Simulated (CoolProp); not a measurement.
Vapour-liquid equilibrium of 1-butene (1) + acetone (2) at 357 K; x and y are mole fractions of (1).

The numbers come from the multi-fluid Helmholtz-energy mixture model, Lemmon 2005 and Lemmon 2006; pair parameters Bell 2016 in CoolProp.

```json
[
 {"x": "0.05", "bubble pressure, mixture model (MPa)": "0.3499", "bubble pressure, Raoult's law (MPa)": "0.2934", "y, mixture model": "0.322", "y, Raoult's law": "0.221"},
 {"x": "0.15", "bubble pressure, mixture model (MPa)": "0.5418", "bubble pressure, Raoult's law (MPa)": "0.3989", "y, mixture model": "0.583", "y, Raoult's law": "0.487"},
 {"x": "0.25", "bubble pressure, mixture model (MPa)": "0.6963", "bubble pressure, Raoult's law (MPa)": "0.5043", "y, mixture model": "0.692", "y, Raoult's law": "0.642"},
 {"x": "0.35", "bubble pressure, mixture model (MPa)": "0.8174", "bubble pressure, Raoult's law (MPa)": "0.6098", "y, mixture model": "0.753", "y, Raoult's law": "0.743"},
 {"x": "0.45", "bubble pressure, mixture model (MPa)": "0.9129", "bubble pressure, Raoult's law (MPa)": "0.7152", "y, mixture model": "0.794", "y, Raoult's law": "0.815"},
 {"x": "0.55", "bubble pressure, mixture model (MPa)": "0.9916", "bubble pressure, Raoult's law (MPa)": "0.8207", "y, mixture model": "0.826", "y, Raoult's law": "0.868"},
 {"x": "0.65", "bubble pressure, mixture model (MPa)": "1.061", "bubble pressure, Raoult's law (MPa)": "0.9261", "y, mixture model": "0.855", "y, Raoult's law": "0.909"},
 {"x": "0.75", "bubble pressure, mixture model (MPa)": "1.128", "bubble pressure, Raoult's law (MPa)": "1.032", "y, mixture model": "0.885", "y, Raoult's law": "0.942"},
 {"x": "0.85", "bubble pressure, mixture model (MPa)": "1.195", "bubble pressure, Raoult's law (MPa)": "1.137", "y, mixture model": "0.922", "y, Raoult's law": "0.968"},
 {"x": "0.95", "bubble pressure, mixture model (MPa)": "1.263", "bubble pressure, Raoult's law (MPa)": "1.242", "y, mixture model": "0.970", "y, Raoult's law": "0.990"}
]
```

The largest gap from Raoult's law is +38.1 % in bubble pressure, at x = 0.25. No azeotrope shows between x = 0.05 and 0.95.

Pair parameters are fitted to limited data, so mixtures are less certain than the pure fluids.
